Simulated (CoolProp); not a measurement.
R113 along the isobar 101 kPa: fugacity coefficient from the reference equation and from simpler models built on Tc = 487.2 K, pc = 3392 kPa, ω = 0.253; each cubic takes its own stable root.

Computed with CoolProp (reference Helmholtz-energy equation of state, Marx 1992).

| T (K) | phase | reference |
|---|---|---|
| 278.8 | liquid | 0.1930 |
| 300.9 | liquid | 0.4835 |
| 323.1 | gas | 0.9621 |
| 345.2 | gas | 0.9696 |
| 367.3 | gas | 0.9751 |
| 389.4 | gas | 0.9794 |
| 411.5 | gas | 0.9827 |
| 433.6 | gas | 0.9854 |
| 455.8 | gas | 0.9876 |
| 477.9 | gas | 0.9893 |
| 500 | gas | 0.9908 |

**Question.** How far does each simpler model (Redlich-Kwong, Soave-Redlich-Kwong) lie from the reference over these 11 states: mean and median of the absolute difference, and the worst?

**Answer.** 
- Redlich-Kwong: mean 17.8 %, median 0.2 %, worst +109.4 % at 278.8 K and 101 kPa
- Soave-Redlich-Kwong: mean 0.1 %, median 0.0 %, worst -0.3 % at 278.8 K and 101 kPa
